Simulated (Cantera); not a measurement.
Feed: 1 mol Fe3O4, 2000 mol H2, 0.11 mol H2O, at 1500 °C.

Method: chemical equilibrium by Gibbs-energy minimisation in Cantera with the NASA 1993 tables (ideal gas, pure condensed phases). Candidate condensed phases: Fe, FeO, Fe(OH)2, Fe(OH)3, Fe2O3, Fe3O4, H2O; 12 gas species. Rates play no part.

Problem. At 10.0 Pa, list the 4 most abundant gas species with their mole fractions, and the condensed phases.

Solution. H2 0.969, H 0.0280, H2O 0.00202, Fe 0.00148. Condensed: gas only.
